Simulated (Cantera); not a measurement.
Cantera run:

```python
import numpy as np
import cantera as ct

gas_names = [...]  # 113 gases of nasa_gas.yaml made of C, Cu, H, O
cond_names = """
    C(gr) C6H6(L) C7H8(L) C8H18(L),n-octa Cu(cr) Cu(L) CuO(s) CuO2H2(s) Cu2O(s) Cu2O(L) H2O(s) H2O(L)
""".split()


# ... load() reads the species with a 1 bar reference pressure and builds the phases ...
atoms = {
    'Cu': {'Cu': 1},
    'CO2': {'C': 1, 'O': 2},
    'H2': {'H': 2},
}
top_T = {'C(gr)': 4500, 'CuO(s)': 1390}  # K; cautious upper limits of use, not melting points


# ... equilibrate(T, P, feed) seeds the gas with the atoms and calls Mixture.equilibrate('TP', solver="vcs", rtol=1e-11, max_steps=5000) ...
results = []
feed = {'Cu': 1, 'CO2': 0.049, 'H2': 16}  # mol
P = 23000  # Pa
for T in [1348, 1398, 1448, 1498, 1548, 1598, 1648, 1698, 1748, 1798, 1848, 1898]:
    mix = equilibrate(T, P, feed)
    results.append((T, P, feed, dict(zip(mix.species_names, mix.species_moles))))

top = {s: max(r[3][s] / sum(r[3][g] for g in gas_names) for r in results) for s in gas_names}
cols = sorted((s for s in top if top[s] > 1e-05), key=lambda s: -top[s])[:9]
seen = [c for c in cond_names if any(r[3].get(c, 0) > 1e-12 for r in results)]
print("log10 of partial pressures in bar; condensed amounts in mol")
print(f"{'T/K':>10s}" + "".join(f"{s[:9]:>10s}" for s in cols + seen))
for T, P, feed, n in results:
    ng = sum(n[g] for g in gas_names)
    print(f"{T:10.4g}" + "".join(f"{np.log10(max(n[s] / ng * P / 1e5, 1e-99)):10.3f}" for s in cols)
          + "".join(f"{n.get(c, 0):10.4g}" for c in seen))
```

Output:

```
log10 of partial pressures in bar; condensed amounts in mol
       T/K        H2        Cu       H2O        CO         H       Cu2    Cu(cr)     Cu(L)
      1348    -0.641    -6.329    -3.154    -3.154    -5.956   -10.219         1         0
      1398    -0.641    -5.887    -3.154    -3.154    -5.645    -9.603         0    0.9999
      1448    -0.641    -5.479    -3.154    -3.154    -5.356    -9.038         0    0.9998
      1498    -0.641    -5.100    -3.154    -3.154    -5.085    -8.512         0    0.9994
      1548    -0.641    -4.745    -3.154    -3.154    -4.832    -8.022         0    0.9987
      1598    -0.641    -4.413    -3.154    -3.154    -4.594    -7.564         0    0.9973
      1648    -0.641    -4.102    -3.154    -3.154    -4.371    -7.135         0    0.9945
      1698    -0.641    -3.810    -3.154    -3.154    -4.161    -6.732         0    0.9892
      1748    -0.642    -3.536    -3.155    -3.155    -3.962    -6.354         0    0.9796
      1798    -0.642    -3.276    -3.155    -3.155    -3.774    -5.998         0    0.9628
      1848    -0.643    -3.032    -3.156    -3.156    -3.597    -5.662         0    0.9346
      1898    -0.645    -2.801    -3.157    -3.157    -3.429    -5.345         0    0.8881
```

Cantera equilibrium calculation (NASA polynomials, part measured and part estimated; ideal gas, pure solids and liquids).
